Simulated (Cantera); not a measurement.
Cantera run, input and output.

```python
import numpy as np
import cantera as ct

gas = ct.Solution("gri30.yaml")
gas.TPX = 1423, 101325, {'CO': 1, 'H2': 0.17, 'O2': 0.532, 'N2': 2}
reactor = ct.IdealGasConstPressureReactor(gas, energy="on", clone=False)
net = ct.ReactorNet([reactor])
net.rtol, net.atol = 1e-08, 1e-16
show = ['CO', 'H2', 'O2', 'NO', 'N2O', 'H2O']
times = np.geomspace(2e-06, 0.2, 16)

steps = ct.SolutionArray(gas, extra=["t"])
rows = []
print(f"{'t/s':>10s}{'T/K':>9s}{'P/Pa':>11s}" + "".join(f"{s:>11s}" for s in show))
for t in times:
    while net.time < t:
        t_next = net.step()
        steps.append(gas.state, t=t_next)
    rows.append([np.interp(t, steps.t, y) for y in (steps.T, steps.P, *steps(*show).X.T)])
    print(f"{t:10.3e}{rows[-1][0]:9.1f}{rows[-1][1]:11.4g}" + "".join(f"{x:11.3e}" for x in rows[-1][2:]))
rate = np.gradient(steps.T, steps.t)
print("integrator steps:", len(steps.t))
if steps.T.max() > steps.T[0] + 200:
    print(f"time of steepest temperature rise: {steps.t[rate.argmax()]:.4e} s")
gas.TPX = 1423, 101325, {'CO': 1, 'H2': 0.17, 'O2': 0.532, 'N2': 2}
gas.equilibrate("HP")
print(f"equilibrium (HP): T = {gas.T:.1f} K  " + "  ".join(f"{s} {gas[s].X[0]:.3e}" for s in show))
```

It prints:

```
       t/s      T/K       P/Pa         CO         H2         O2         NO        N2O        H2O
 2.000e-06   1423.0  1.013e+05  2.701e-01  4.592e-02  1.437e-01  1.428e-16  6.219e-14  3.194e-08
 4.309e-06   1423.0  1.013e+05  2.701e-01  4.592e-02  1.437e-01  9.472e-16  3.306e-13  2.762e-07
 9.283e-06   1423.0  1.013e+05  2.701e-01  4.591e-02  1.437e-01  1.898e-14  4.165e-12  4.579e-06
 2.000e-05   1424.1  1.013e+05  2.698e-01  4.481e-02  1.429e-01  1.389e-10  5.836e-10  6.843e-04
 4.309e-05   1676.7  1.013e+05  2.099e-01  4.423e-03  8.063e-02  8.197e-06  1.671e-07  2.533e-02
 9.283e-05   2071.2  1.013e+05  1.601e-01  6.169e-03  5.478e-02  7.690e-05  1.580e-07  2.281e-02
 2.000e-04   2370.8  1.013e+05  1.495e-01  5.491e-03  5.098e-02  2.493e-04  1.992e-07  2.993e-02
 4.309e-04   2617.3  1.013e+05  1.337e-01  4.484e-03  4.452e-02  1.033e-03  3.150e-07  3.513e-02
 9.283e-04   2751.6  1.013e+05  1.223e-01  3.877e-03  3.871e-02  3.596e-03  4.864e-07  3.790e-02
 2.000e-03   2763.5  1.013e+05  1.208e-01  3.825e-03  3.622e-02  7.881e-03  5.431e-07  3.840e-02
 4.309e-03   2759.6  1.013e+05  1.209e-01  3.846e-03  3.476e-02  1.130e-02  5.809e-07  3.855e-02
 9.283e-03   2758.5  1.013e+05  1.209e-01  3.851e-03  3.440e-02  1.215e-02  5.921e-07  3.859e-02
 2.000e-02   2758.5  1.013e+05  1.209e-01  3.851e-03  3.438e-02  1.218e-02  5.925e-07  3.859e-02
 4.309e-02   2758.5  1.013e+05  1.209e-01  3.851e-03  3.438e-02  1.218e-02  5.925e-07  3.859e-02
 9.283e-02   2758.5  1.013e+05  1.209e-01  3.851e-03  3.438e-02  1.218e-02  5.925e-07  3.859e-02
 2.000e-01   2758.5  1.013e+05  1.209e-01  3.851e-03  3.438e-02  1.218e-02  5.925e-07  3.859e-02
integrator steps: 1284
time of steepest temperature rise: 3.2348e-05 s
equilibrium (HP): T = 2758.5 K  CO 1.209e-01  H2 3.851e-03  O2 3.438e-02  NO 1.218e-02  N2O 5.925e-07  H2O 3.859e-02
```

Detailed kinetics in Cantera: GRI-Mech 3.0 (53 species, 325 reactions).
